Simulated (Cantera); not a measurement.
Charge: 1 mol Ca(OH)₂, 0.021 mol O₂, at 10.0 Torr.

These are equilibrium values from Cantera (NASA tables, ideal gas, pure condensed phases), not measurements of a reactor. Candidate condensed phases: Ca, CaO, Ca(OH)₂, H₂O; 14 gas species. Equilibrium is a limit: real reactors are often held back by kinetics, nucleation or transport.

x: gas mole fraction; n: condensed amount in mol.

```json
[
 {"T (°C)": "377", "x H₂O": "0.979", "x O₂": "0.0206", "x OH": "1.63e-11", "x H₂": "<1e-12", "n CaO(s)": "1.00"},
 {"T (°C)": "527", "x H₂O": "0.979", "x O₂": "0.0206", "x OH": "…", "x H₂": "…", "n CaO(s)": "1.00"},
 {"T (°C)": "677", "x H₂O": "0.979", "x O₂": "0.0206", "x OH": "…", "x H₂": "…", "n CaO(s)": "1.00"},
 {"T (°C)": "827", "x H₂O": "0.979", "x O₂": "0.0206", "x OH": "3.50e-6", "x H₂": "7.79e-8", "n CaO(s)": "1.00"},
 {"T (°C)": "977", "x H₂O": "0.979", "x O₂": "0.0206", "x OH": "2.96e-5", "x H₂": "2.04e-6", "n CaO(s)": "1.00"},
 {"T (°C)": "1127", "x H₂O": "0.979", "x O₂": "0.0205", "x OH": "0.000159", "x H₂": "2.67e-5", "n CaO(s)": "1.00"},
 {"T (°C)": "1277", "x H₂O": "0.979", "x O₂": "0.0205", "x OH": "0.000614", "x H₂": "0.000214", "n CaO(s)": "1.000"},
 {"T (°C)": "1427", "x H₂O": "0.976", "x O₂": "0.0207", "x OH": "0.00187", "x H₂": "0.00118", "n CaO(s)": "1.000"}
]
```

**Question.** What belongs in the gaps?

**Answer.** 
- 677, x OH: 2.12e-7
- 677, x H₂: 1.08e-9
- 527, x OH: 4.49e-9
- 527, x H₂: 3.06e-12
